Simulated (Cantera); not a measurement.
## Hydrocarbon pyrolysis for carbon deposition

A perfectly stirred reactor is fed with 0.901 % CH₄, 99.1 % N₂, at 0.133 bar; it is held at 1650 K, and followed from long to short residence time.

Computed with Cantera and GRI-Mech 3.0 (53 species, 325 reactions). GRI-Mech 3.0 stops at C3 and has no aromatics, soot or wall deposition, so with more carbon than oxygen in the feed, carbon stays in small species such as C2H2 where larger ones or solid carbon would form.

```csv
τ (s),x CH₄,x H₂,x CH₃,x C₂H₆,x CH₂,x C₂H₂
1.1,0.00201,0.0103,6.86e-5,9.19e-7,1.03e-7,0.00340
0.57,0.00278,0.00911,9.05e-5,1.62e-6,1.25e-7,0.00299
0.30,0.00371,0.00766,0.000116,2.69e-6,1.47e-7,0.00247
0.15,0.00489,0.00581,0.000144,4.29e-6,1.67e-7,0.00181
0.080,0.00604,0.00401,0.000167,5.85e-6,1.74e-7,0.00117
0.041,0.00725,0.00219,0.000178,6.68e-6,1.58e-7,0.000542
0.021,0.00824,0.000824,0.000156,5.15e-6,1.08e-7,0.000146
0.011,0.00876,0.000217,0.000106,2.34e-6,5.12e-8,2.11e-5
0.0058,0.00892,5.70e-5,6.06e-5,7.44e-7,1.86e-8,2.07e-6
0.0030,0.00897,1.98e-5,3.22e-5,1.94e-7,5.94e-9,1.62e-7
0.0015,0.00899,8.50e-6,1.62e-5,4.24e-8,1.76e-9,1.05e-8
```
x: mole fraction; the columns are a selection and need not sum to one.
